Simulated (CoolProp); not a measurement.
A Linde-Hampson liquefier for nitrogen: isothermal reversible compression at 280 K from 1 atm to 5 MPa, throttling to 1 atm, return gas leaving the recuperator 5 K below the feed. Each further row changes one setting.

Computed with CoolProp (reference Helmholtz-energy equation of state, Span 2000).

| case | liquid yield per pass | compression work (kJ/kg of gas) |
|---|---|---|
| as stated | 0.017 | 323 |
| high pressure 10 MPa | 0.043 | 380 |
| warm-end temperature 310 K | 0.010 | 358 |
| warm-end gap 10 K | 0.004 | 323 |
